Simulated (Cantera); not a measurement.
An isothermal, constant-pressure homogeneous reactor starts with CO : O2 : H2O : N2 = 0.0039 : 0.0039 : 0.00028 : 0.52 (molar parts), equivalence ratio 0.50, at 1023 K and 0.710 bar.

Detailed kinetics in Cantera: GRI-Mech 3.0 (53 species, 325 reactions).

x: mole fraction; the columns are a selection and need not sum to one.

```
t (s)         x CO     x O2     x H2O     x CO2     x NO       x H       x O
--------  --------  -------  --------  --------  -------  --------  --------
6.00e-6    0.00739  0.00739  0.000530    <1e-12   <1e-12    <1e-12    <1e-12
2.54e-5    0.00739  0.00739  0.000530  1.78e-12   <1e-12    <1e-12  1.78e-12
0.000108   0.00739  0.00739  0.000530  7.56e-12   <1e-12    <1e-12  7.50e-12
0.000456   0.00739  0.00739  0.000530  3.25e-11   <1e-12    <1e-12  3.14e-11
0.00193    0.00739  0.00739  0.000530  1.50e-10   <1e-12  1.26e-12  1.29e-10
0.00818    0.00739  0.00739  0.000530  9.00e-10   <1e-12  8.05e-12  5.10e-10
0.0346     0.00739  0.00739  0.000530   1.19e-8   <1e-12  7.53e-11   2.69e-9
0.147      0.00738  0.00738  0.000530   4.43e-6   <1e-12       [?]   5.80e-7
0.621      0.00293  0.00516  0.000522   0.00447  2.14e-8       [?]   1.42e-5
2.63      0.000248  0.00383  0.000531   0.00716  5.38e-8       [?]   1.27e-6
11.1       1.06e-5  0.00371  0.000532   0.00740  5.39e-8       [?]   5.76e-8
47.2       1.25e-7  0.00371  0.000532   0.00741  6.26e-8  6.14e-12   1.78e-9
200       4.32e-10  0.00371  0.000532   0.00741  6.76e-8    <1e-12  7.18e-10
```

What belongs in the gaps?


- 0.147, x H: 2.87e-8
- 0.621, x H: 1.61e-6
- 2.63, x H: 6.96e-8
- 11.1, x H: 1.03e-9
